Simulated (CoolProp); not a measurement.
Vapour-liquid equilibrium of ethylene (1) + propane (2) at -78.85 °C; x and y are mole fractions of (1).

Model: multi-fluid Helmholtz-energy mixture model, Smukala 2000 and Lemmon 2009; pair parameters Bell 2016, in CoolProp.

| x | bubble pressure (MPa) | y at the bubble point | dew pressure at overall composition x (MPa) | liquid density (mol/L) |
|---|---|---|---|---|
| 0.05 | 0.03360 | 0.598 | 0.01480 | 14.30 |
| 0.15 | 0.07237 | 0.829 | 0.01648 | 14.71 |
| 0.25 | 0.1100 | 0.898 | 0.01860 | 15.15 |
| 0.35 | 0.1459 | 0.932 | 0.02135 | 15.59 |
| 0.45 | 0.1799 | 0.951 | 0.02503 | 16.06 |
| 0.55 | 0.2123 | 0.965 | 0.03026 | 16.54 |
| 0.65 | 0.2436 | 0.975 | 0.03824 | 17.04 |
| 0.75 | 0.2747 | 0.983 | 0.05190 | 17.55 |
| 0.85 | 0.3064 | 0.990 | 0.08066 | 18.08 |
| 0.95 | 0.3400 | 0.997 | 0.1772 | 18.63 |

No azeotrope shows between x = 0.05 and 0.95.

Pair parameters are fitted to limited data, so mixtures are less certain than the pure fluids.
